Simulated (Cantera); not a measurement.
What does this Cantera script print?

```python
import numpy as np
import cantera as ct

gas = ct.Solution("gri30.yaml")
gas.TPX = 1650, 13332, {'C3H8': 1, 'H2': 58}
reactor = ct.IdealGasConstPressureReactor(gas, energy="off", clone=False)
net = ct.ReactorNet([reactor])
net.rtol, net.atol = 1e-08, 1e-18
show = ['C3H8', 'H2', 'C2H6', 'CH4', 'C2H']
times = np.geomspace(1e-06, 70, 10)

steps = ct.SolutionArray(gas, extra=["t"])
rows = []
print(f"{'t/s':>10s}{'T/K':>9s}{'P/Pa':>11s}" + "".join(f"{s:>11s}" for s in show))
for t in times:
    while net.time < t:
        t_next = net.step()
        steps.append(gas.state, t=t_next)
    rows.append([np.interp(t, steps.t, y) for y in (steps.T, steps.P, *steps(*show).X.T)])
    print(f"{t:10.3e}{rows[-1][0]:9.1f}{rows[-1][1]:11.4g}" + "".join(f"{x:11.3e}" for x in rows[-1][2:]))
rate = np.gradient(steps.T, steps.t)
print("integrator steps:", len(steps.t))
if steps.T.max() > steps.T[0] + 200:
    print(f"time of steepest temperature rise: {steps.t[rate.argmax()]:.4e} s")
gas.TPX = 1650, 13332, {'C3H8': 1, 'H2': 58}
gas.equilibrate("TP")
print(f"equilibrium (TP): T = {gas.T:.1f} K  " + "  ".join(f"{s} {gas[s].X[0]:.3e}" for s in show))
```

Result:

```
       t/s      T/K       P/Pa       C3H8         H2       C2H6        CH4        C2H
 1.000e-06   1650.0  1.333e+04  1.683e-02  9.829e-01  3.682e-06  9.923e-06  2.535e-17
 7.442e-06   1650.0  1.333e+04  1.556e-02  9.813e-01  9.951e-05  5.556e-04  1.436e-12
 5.538e-05   1650.0  1.333e+04  1.370e-03  9.638e-01  2.178e-04  1.595e-02  1.735e-08
 4.121e-04   1650.0  1.333e+04  4.594e-09  9.643e-01  9.568e-06  1.917e-02  4.740e-08
 3.067e-03   1650.0  1.333e+04  2.874e-10  9.653e-01  2.090e-06  1.927e-02  2.154e-08
 2.282e-02   1650.0  1.333e+04  7.660e-11  9.655e-01  1.114e-06  1.903e-02  1.578e-08
 1.698e-01   1650.0  1.333e+04  6.160e-11  9.664e-01  9.409e-07  1.738e-02  1.667e-08
 1.264e+00   1650.0  1.333e+04  2.143e-11  9.700e-01  3.845e-07  1.065e-02  2.046e-08
 9.406e+00   1650.0  1.333e+04  5.135e-12  9.734e-01  9.138e-08  4.091e-03  2.437e-08
 7.000e+01   1650.0  1.333e+04  4.604e-12  9.736e-01  8.257e-08  3.723e-03  2.460e-08
integrator steps: 1311
equilibrium (TP): T = 1650.0 K  C3H8 4.604e-12  H2 9.736e-01  C2H6 8.257e-08  CH4 3.723e-03  C2H 2.460e-08
```

Cantera simulation using GRI-Mech 3.0 (53 species, 325 reactions); the numbers are that mechanism's predictions, not measurements. GRI-Mech 3.0 was tuned for natural gas; its chemistry of propane as a main component is partial and can be far from experiment. GRI-Mech 3.0 stops at C3 and has no aromatics, soot or wall deposition, so with more carbon than oxygen in the feed, carbon stays in small species such as C2H2 where larger ones or solid carbon would form.
